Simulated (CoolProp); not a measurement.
Vapour-liquid equilibrium of R13 (1) + R113 (2) at -21.15 °C; x and y are mole fractions of (1).

Computed with CoolProp (multi-fluid Helmholtz-energy mixture model, Platzer 1990 and Marx 1992; pair parameters Bell 2016). This equation is an older, rougher fit; its heat capacities, sound speeds and derivatives of the liquid may be far off and weren't checked against measurements.

| x | bubble pressure, mixture model (MPa) | bubble pressure, Raoult's law (MPa) | y, mixture model | y, Raoult's law |
|---|---|---|---|---|
| 0.05 | 0.08280 | 0.05982 | 0.942 | 0.923 |
| 0.125 | 0.1903 | 0.1423 | 0.975 | 0.970 |
| 0.2 | 0.2878 | 0.2247 | 0.984 | 0.983 |
| 0.275 | 0.3769 | 0.3071 | 0.988 | 0.989 |
| 0.35 | 0.4588 | 0.3896 | 0.990 | 0.992 |
| 0.425 | 0.5350 | 0.4720 | 0.992 | 0.994 |
| 0.5 | 0.6066 | 0.5545 | 0.993 | 0.996 |
| 0.575 | 0.6751 | 0.6369 | 0.994 | 0.997 |
| 0.65 | 0.7418 | 0.7193 | 0.995 | 0.998 |
| 0.725 | 0.8085 | 0.8018 | 0.996 | 0.998 |
| 0.8 | 0.8775 | 0.8842 | 0.997 | 0.999 |
| 0.875 | 0.9520 | 0.9667 | 0.998 | 0.999 |
| 0.95 | 1.037 | 1.049 | 0.999 | 1.000 |

The largest gap from Raoult's law is +38.4 % in bubble pressure, at x = 0.05. No azeotrope shows between x = 0.05 and 0.95.

The pair parameters rest on a limited set of measurements; away from them the model extrapolates. The gap from Raoult's law changes sign with composition, which may be real or a fault of the pair parameters; it wasn't checked against measurements.
